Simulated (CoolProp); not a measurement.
Vapour-liquid equilibrium of n-hexane (1) + toluene (2) at 133.85 °C; x and y are mole fractions of (1).

Computed with CoolProp (multi-fluid Helmholtz-energy mixture model, Thol 2019 and Lemmon 2006; pair parameters Bell 2016).

```tsv
x	bubble pressure (MPa)	y at the bubble point	dew pressure at overall composition x (MPa)	liquid density (mol/L)
0.05	0.2137	0.156	0.1954	8.083
0.15	0.2601	0.364	0.2125	7.871
0.25	0.3009	0.501	0.2325	7.665
0.35	0.3377	0.601	0.2563	7.464
0.45	0.3718	0.681	0.2845	7.269
0.55	0.4041	0.749	0.3182	7.079
0.65	0.4352	0.810	0.3581	6.894
0.75	0.4658	0.866	0.4046	6.714
0.85	0.4963	0.920	0.4569	6.539
0.95	0.5269	0.973	0.5133	6.369
```

No azeotrope shows between x = 0.05 and 0.95.

Pair parameters are fitted to limited data, so mixtures are less certain than the pure fluids.
